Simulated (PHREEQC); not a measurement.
Solution (25 °C): 0.046 mol/kgw H3PO4, 0.00019 mol/kgw Na2B4O7 and 0.00021 mol/kgw NaCl. Closed to the air; pH follows from the charge balance.

All values are PHREEQC results (ion-association model, wateq4f.dat), not measurements.

This is a speciation only: nothing precipitates in the calculation.

### Question
Predict the pH, ionic strength.

### Answer
pH 1.85; ionic strength 0.0164 mol/kgw.

### Question
In which forms is P present?

### Answer
H3PO4 65 %, H2PO4- 35 % of the P.

H3PO4, which wateq4f.dat lacks, is added to it with the constant of phreeqc.dat.
